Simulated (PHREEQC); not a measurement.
Consider water at 62 °C with 0.12 mol Cu(NO3)2, 0.0015 mol HCl and 0.019 mol NaCl per kg of water. Closed to the air; pH follows from the charge balance.

The numbers come from PHREEQC with the ion-association model, phreeqc.dat.

This is a speciation only: nothing precipitates in the calculation.

Task: Order these Cl species by the share of Cl that they hold, largest first: CuCl+, Cl-, CuCl2.

Result: Cl- (72 %), CuCl+ (28 %), CuCl2 (0.25 %)

The pH is 2.94 and the ionic strength 0.369 mol/kgw. Species that the database lacks are ignored. At this temperature some constants are extrapolated from 25 °C, and those without enthalpy data are left unchanged.
